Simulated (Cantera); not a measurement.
An isothermal, constant-pressure homogeneous reactor starts with 30.2 % CH4, 12.4 % CO2, 57.4 % H2, at 2173 K and 5.00 bar.

Computed with Cantera and GRI-Mech 3.0 (53 species, 325 reactions). GRI-Mech 3.0 stops at C3 and has no aromatics, soot or wall deposition, so with more carbon than oxygen in the feed, carbon stays in small species such as C2H2 where larger ones or solid carbon would form.

x: mole fraction; the columns are a selection and need not sum to one.

| t (s) | x CH4 | x CO2 | x H2 | x CO | x O2 | x CH2CO |
|---|---|---|---|---|---|---|
| 2.00e-6 | 0.278 | 0.120 | 0.580 | 0.00234 | 5.13e-11 | 1.66e-7 |
| 1.43e-5 | 0.180 | 0.0897 | 0.630 | 0.0248 | 5.04e-10 | 9.85e-6 |
| 0.000103 | 0.0508 | 0.0159 | 0.670 | 0.0892 | 1.46e-9 | 4.01e-5 |
| 0.000737 | 0.0136 | 0.00209 | 0.705 | 0.120 | 8.48e-10 | 3.06e-5 |
| 0.00528 | [?] | [?] | 0.747 | 0.163 | 3.46e-11 | [?] |
| 0.0379 | 0.00477 | 4.13e-7 | 0.758 | 0.175 | <1e-12 | 8.49e-7 |
| 0.271 | 0.00477 | 3.01e-7 | 0.758 | 0.175 | <1e-12 | 8.49e-7 |
| 1.95 | 0.00477 | 3.01e-7 | 0.758 | 0.175 | <1e-12 | 8.49e-7 |
| 13.9 | 0.00477 | 3.01e-7 | 0.758 | 0.175 | <1e-12 | 8.49e-7 |
| 100 | 0.00477 | 3.01e-7 | 0.758 | 0.175 | <1e-12 | 8.49e-7 |

**Question.** Fill in the missing entries.

**Answer.** 
- 0.00528, x CH4: 0.00695
- 0.00528, x CO2: 0.000541
- 0.00528, x CH2CO: 5.38e-6
